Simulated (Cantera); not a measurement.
Charge: 1 mol B₂H₆, 1.8 mol O₂, 79 mol N₂, 18 mol H₂, equilibrated at 1173.15 K and 21.0 Pa.

Cantera equilibrium calculation (NASA polynomials, part measured and part estimated; ideal gas, pure solids and liquids). Candidate condensed phases: B, BN, B₂O₃, B₃O₃H₃, H₂O; 39 gas species. The feed counts by its element totals alone. Kinetics and transport are ignored.

Base state: N₂ 0.789, H₂ 0.204, H₂O 0.00467, HBO₂ 0.00265, B₂O₃ 1.78e-5 (mole fractions); condensed: B₂O₃(l).

### Question
What changes in the equilibrium state with this change: B₂H₆ replaced by BCl₃?

### Answer
```csv
species,before,after
N₂,0.789,0.800
H₂,0.204,0.146
HCl,0,0.0304
H₂O,0.00467,0.0186
HBO₂,0.00265,0.00529
B₂O₃,1.78e-5,1.78e-5
"B₂O₃(l), mol",0.865,0.237
```
Further candidate phases: NH₄Cl.
